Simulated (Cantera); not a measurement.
A perfectly stirred reactor is fed with C3H8 : O2 : N2 = 1 : 8.93 : 33.6 (molar parts), equivalence ratio 0.56, at 3750 Torr; it is adiabatic with a 673 K inlet, and is followed from long to short residence time, starting on the burning branch (τ in s: 0.06, 0.03, 0.015, 0.0073, 0.0036, 0.0018, 0.00088, 0.00044, 0.00022, 0.00011, 5.3e-05, 2.6e-05).

Detailed kinetics in Cantera: GRI-Mech 3.0 (53 species, 325 reactions). GRI-Mech 3.0 was tuned for natural gas; its chemistry of propane as a main component is partial and can be far from experiment.

One state of this run: T (K) = 1916; x C3H8 = 1.89e-6; x O2 = 0.0882; x CH2CO = 4.04e-6; x H = 1.75e-5; x C2H2 = 3.50e-6; x NO2 = 1.53e-7; x CH2O = 1.68e-6. x: mole fraction; the columns are a selection and need not sum to one.

Problem. Which value of τ (s) does it belong to?
(A) 0.0073
(B) 0.00088
(C) 2.6e-5
(D) 0.060

Solution. A, 0.0073
